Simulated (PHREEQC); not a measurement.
Consider water at 25 °C with 0.014 mol/kgw HF, 0.0028 mol/kgw NH4HF2, 0.0001 mol/kgw (NH4)2SiF6 and 0.00075 mol/kgw NaOH. Closed to the air; pH follows from the charge balance.

Model: ion-association model, wateq4f.dat, run in PHREEQC.

Problem. The ionic strength comes out as 0.00578 mol/kgw. What activity coefficients do NH4+, H+, HF2-, SiF6-2, Na+ get?

Solution. NH4+ 0.92, H+ 0.93, HF2- 0.92, SiF6-2 0.73, Na+ 0.92.

Precipitation was switched off in this run. Species that the database lacks are ignored. SiF6-2 is the database's only silicon fluoride.
